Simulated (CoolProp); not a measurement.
Model: reference Helmholtz-energy equation of state, Akasaka 2024, in CoolProp.

Q: For R1132(E), give the phase and the cv (kJ/(kg K)) at 14.45 °C and 371 kPa; 42.55 °C and 6500 kPa; 60.55 °C and 37.4 kPa.

A: 
- 14.45 °C and 371 kPa: gas; cv 0.816
- 42.55 °C and 6500 kPa: liquid; cv 1.08
- 60.55 °C and 37.4 kPa: gas; cv 0.872
